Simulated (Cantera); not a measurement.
A closed system holds: 1 mol TEOS, 3 mol N2O, at 1000 Pa.

These are equilibrium values from Cantera (NASA tables, ideal gas, pure condensed phases), not measurements of a reactor. Candidate condensed phases: C, C6H6, C7H8, C8H18, H2O, Si, SiC, SiO2, Si2N2O, Si3N4; 151 gas species. The feed counts by its element totals alone. Equilibrium is a limit: real reactors are often held back by kinetics, nucleation or transport.

**Question.** At 2023 K, list the 6 most abundant gas species with their mole fractions, and the condensed phases.

**Answer.** H2 0.487, CO 0.344, N2 0.147, H 0.0133, HCN 0.00431, SiO 0.00338. Condensed: C(graphite) + SiC(s).
